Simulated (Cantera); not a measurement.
## Thermodynamics of boron, boron nitride and boron oxide, feed BCl3 + H2

Charge: 1 mol BCl3, 140 mol H2, at 1175 K and 188 Torr.

Cantera equilibrium calculation (NASA polynomials, part measured and part estimated; ideal gas, pure solids and liquids). Candidate condensed phases: B; 13 gas species. Gases not in the tables: BHCl2. Equilibrium is a limit: real reactors are often held back by kinetics, nucleation or transport.

```json
{
  "x(H2)": "0.979",
  "x(HCl)": "0.0205",
  "x(BCl3)": "0.000218",
  "n(B(s))": "0.969 mol",
  "gas_amount": "141.5 mol"
}
```
